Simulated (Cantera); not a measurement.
Input: 1 mol B2O3, 7.7 mol N2, held at 49.0 Pa.

Method: chemical equilibrium by Gibbs-energy minimisation in Cantera with the NASA 1993 tables (ideal gas, pure condensed phases). Candidate condensed phases: B, BN, B2O3; 17 gas species. Equilibrium is a limit: real reactors are often held back by kinetics, nucleation or transport.

**Question.** What share of the B ends up in condensed phases as a function of T (°C), at 577, 677, 777, 877, 977, 1077, 1177, 1277?

**Answer.** 
```tsv
T (°C)	B condensed (%)	as
577	100.0	B2O3(l)
677	100.0	B2O3(l)
777	100.0	B2O3(l)
877	100.0	B2O3(l)
977	99.9	B2O3(l)
1077	98.9	B2O3(l)
1177	88.0	B2O3(l)
1277	0.0	-
```
